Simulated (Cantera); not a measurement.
An isothermal, constant-pressure homogeneous reactor starts with 4.35 % NH₃, 95.7 % H₂, at 2423 K and 10.00 Torr.

Detailed kinetics in Cantera: the gas-phase N/H chemistry of the illustrative SiF4/NH3 mechanism in the Surface Chemkin manual (1991). Walls and surfaces, which speed up NH3 decomposition in real reactors, are not modelled.

One state of this run: x NH₃ = 0.0133; x H₂ = 0.963; x N₂ = 0.0141; x N₂H₂ = 3.89e-7; x NH = 6.64e-5; x N₂H₄ = 5.72e-11. x: mole fraction; the columns are a selection and need not sum to one.

Q: Which value of t (s) does it belong to?
(A) 0.0713
(B) 0.000351
(C) 0.00102
(D) 5.00e-6

A: A, 0.0713
